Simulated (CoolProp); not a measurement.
Vapour-liquid equilibrium of chloromethane (R40) (1) + isobutene (2) at 79.25 °C; x and y are mole fractions of (1).

Values from CoolProp's multi-fluid Helmholtz-energy mixture model, Thol 2014 and Lemmon 2005; pair parameters Bell 2016.

**Question.** Give the bubble pressure and the first vapour's composition at x = 0.35, 0.65, 0.8. Is there an azeotrope?

**Answer.** x = 0.35: 15.91 bar, y = 0.456; x = 0.65: 18.68 bar, y = 0.728; x = 0.8: 19.98 bar, y = 0.849. No azeotrope shows between x = 0.05 and 0.95.

The pair parameters rest on a limited set of measurements; away from them the model extrapolates.
